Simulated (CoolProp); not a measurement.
Vapour-liquid equilibrium of ethanol (1) + cyclohexane (2) at 421.4 K; x and y are mole fractions of (1).

Model: multi-fluid Helmholtz-energy mixture model, Schroeder 2014 and Zhou 2014; pair parameters Bell 2016, in CoolProp.

| x | bubble pressure (MPa) | y at the bubble point | dew pressure at overall composition x (MPa) | liquid density (mol/L) |
|---|---|---|---|---|
| 0.05 | 0.6575 | 0.201 | 0.5606 | 7.799 |
| 0.15 | 0.8258 | 0.394 | 0.6216 | 8.080 |
| 0.25 | 0.9230 | 0.486 | 0.6948 | 8.414 |
| 0.35 | 0.9791 | 0.542 | 0.7824 | 8.815 |
| 0.45 | 1.013 | 0.584 | 0.8842 | 9.298 |
| 0.55 | 1.034 | 0.623 | 0.9864 | 9.879 |
| 0.65 | 1.044 | 0.668 | 1.042 | 10.57 |
| 0.75 | 1.042 | 0.725 | 1.038 | 11.40 |
| 0.85 | 1.021 | 0.806 | 1.005 | 12.37 |
| 0.95 | 0.9743 | 0.923 | 0.9623 | 13.51 |

y crosses x between x = 0.65 and 0.75: the model has an azeotrope there.

Pair parameters are fitted to limited data, so mixtures are less certain than the pure fluids.
